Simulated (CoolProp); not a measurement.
Vapour-liquid equilibrium of p-xylene (1) + n-nonane (2) at 952 kPa; x and y are mole fractions of (1).

The numbers come from the multi-fluid Helmholtz-energy mixture model, Zhou 2012 and Lemmon 2006; pair parameters Bell 2016 in CoolProp.

### Question
Give the bubble temperature and the first vapour's composition at x = 0.125, 0.65, 0.725. Is there an azeotrope?

### Answer
x = 0.125: 259.2 °C, y = 0.143; x = 0.65: 252.0 °C, y = 0.683; x = 0.725: 251.0 °C, y = 0.754. No azeotrope shows between x = 0.05 and 0.95.

The pair parameters rest on a limited set of measurements; away from them the model extrapolates.
